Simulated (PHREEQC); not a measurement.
Solution (25 °C): 0.03 mol H2SO4, 0.0044 mol Fe(NO3)3 and 0.00058 mol CO2 per kg of water. Closed to the air; pH follows from the charge balance.

Equilibrium calculation in PHREEQC: ion-association model, wateq4f.dat.

This is a speciation only: nothing precipitates in the calculation.

**Question.** Predict the pH, ionic strength.

**Answer.** pH 1.44; ionic strength 0.0581 mol/kgw.

**Question.** In which forms is Fe present?

**Answer.** FeSO4+ 74 %, FeHSO4+2 13 %, Fe(SO4)2- 6.3 %, Fe+3 6.2 %, FeOH+2 0.6 % of the Fe.

The solution is supersaturated, for example in Hematite (slow to form), Goethite (slow to form), so a real one may precipitate; this is no full list. Species that the database lacks are ignored.
